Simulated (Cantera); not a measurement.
# Transport properties of process gases

Gas mixture: N2O = 0.99 (molar parts), at 4.93 atm, frozen composition.

Cantera's kinetic-theory transport with the Lennard-Jones parameters of GRI-Mech 3.0, ideal gas; thermal conductivity in the mixture-averaged form. The composition is frozen, though it would react at the higher temperatures.

| T (K) | ρ (kg/m³) | cp (J/kg/K) | μ (µPa s) | λ (mW/m/K) | Pr | D (cm²/s) CH3 | D (cm²/s) NO | D (cm²/s) H |
|---|---|---|---|---|---|---|---|---|
| 400 | 6.62 | 970.3 | 19.5 | 25.5 | 0.741 | 0.0593 | 0.0523 | 0.336 |
| 650 | 4.07 | 1127 | 29.1 | 44.4 | 0.739 | 0.141 | 0.122 | 0.799 |
| 900 | 2.94 | 1227 | 37.1 | 61.5 | 0.740 | 0.247 | 0.213 | 1.40 |
| 1150 | 2.30 | 1285 | 44.1 | 77.1 | 0.736 | 0.374 | 0.322 | 2.13 |
| 1400 | 1.89 | 1327 | 50.5 | 91.4 | 0.733 | 0.521 | 0.448 | 2.96 |
| 1650 | 1.60 | 1359 | 56.4 | 105 | 0.732 | 0.686 | 0.589 | 3.90 |
| 1900 | 1.39 | 1384 | 61.9 | 117 | 0.732 | 0.869 | 0.745 | 4.93 |
| 2150 | 1.23 | 1402 | 67.2 | 129 | 0.731 | 1.07 | 0.915 | 6.06 |
D: mixture-averaged diffusion coefficient of that species in the mixture.
